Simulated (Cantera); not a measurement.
Input: 1 mol H2S, 0.096 mol SO2, equilibrated at 1675 K and 0.000850 bar.

Method: chemical equilibrium by Gibbs-energy minimisation in Cantera with the NASA 1993 tables (ideal gas, pure condensed phases). Candidate condensed phases: H2O, H2SO4, S; 19 gas species. Rates play no part.

Base state: H2 0.517, S2 0.330, H2O 0.104, H2S 0.0147, SH 0.0125, SO 0.00784, SO2 0.00555, S 0.00495 (mole fractions); condensed: gas only.

### Question
What changes in the equilibrium state with this change: pressure from 0.000850 bar to 0.0840 bar?

### Answer
```json
[
 {"species": "H2", "before": "0.517", "after": "0.432"},
 {"species": "S2", "before": "0.330", "after": "0.308"},
 {"species": "H2O", "before": "0.104", "after": "0.127"},
 {"species": "H2S", "before": "0.0147", "after": "0.118"},
 {"species": "SH", "before": "0.0125", "after": "0.0110"},
 {"species": "H", "before": "0.00286", "after": "0.000263"},
 {"species": "S", "before": "0.00495", "after": "0.000481"}
]
```
